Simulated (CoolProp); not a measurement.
Model: reference Helmholtz-energy equation of state, Lemmon 2006, in CoolProp. It is a short technical equation, of lower accuracy than the large ones.

Question: Give the vapour pressure (MPa), enthalpy of vaporisation (kJ/kg), liquid cp (kJ/(kg K)), surface tension (mN/m) of saturated carbonyl sulfide at 200.6, 205.1, 218.5 K.

Answer: 
```tsv
T (K)	p (MPa)	enthalpy of vaporisation (kJ/kg)	liquid cp (kJ/(kg K))	surface tension (mN/m)
200.6	0.0315	323	1.17	25.1
205.1	0.0407	321	1.17	24.2
218.5	0.0819	312	1.18	21.6
```

Surface tension comes from a separate correlation (Mulero 2012).
